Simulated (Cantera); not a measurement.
**Thermodynamics of chlorosilane synthesis and conversion, feed SiCl4 + Cl2 + H2**

A closed system holds: 1 mol SiCl4, 2.3 mol Cl2, 4.4 mol H2, at 23.0 bar.

Equilibrium computed with Cantera from the NASA thermochemical tables; the gas is ideal and each condensed phase is pure. Candidate condensed phases: Si; 19 gas species. The tables' values for SiCl3 are old estimates; treat these amounts as uncertain. Rates play no part.

```tsv
T (K)	log p HCl	log p H2	log p SiCl4	log p SiHCl3	log p SiCl3	log p SiCl2	log p SiH2Cl2	log p Cl
848	1.14	0.80	0.47	-2.66	-5.82	-10.25	-6.84	-9.98
923	1.14	0.80	0.47	-2.31	-4.94	-8.75	-6.11	-8.89
998	1.14	0.80	0.47	-2.03	-4.20	-7.48	-5.50	-7.96
1073	1.14	0.80	0.47	-1.78	-3.56	-6.39	-4.97	-7.16
1148	1.14	0.80	0.47	-1.57	-3.01	-5.45	-4.51	-6.46
1223	1.14	0.79	0.47	-1.39	-2.53	-4.62	-4.12	-5.84
1298	1.14	0.79	0.47	-1.23	-2.11	-3.90	-3.77	-5.30
1373	1.14	0.79	0.46	-1.09	-1.74	-3.27	-3.47	-4.81
1448	1.14	0.79	0.45	-0.97	-1.41	-2.70	-3.20	-4.38
1523	1.14	0.78	0.44	-0.87	-1.12	-2.20	-2.97	-3.98
1598	1.15	0.78	0.42	-0.79	-0.87	-1.76	-2.78	-3.62
```
log p: log10 of the partial pressure in bar; nothing condenses.

From 848 K to 1598 K nothing is condensed. The main Si-bearing gas is SiCl4 throughout.
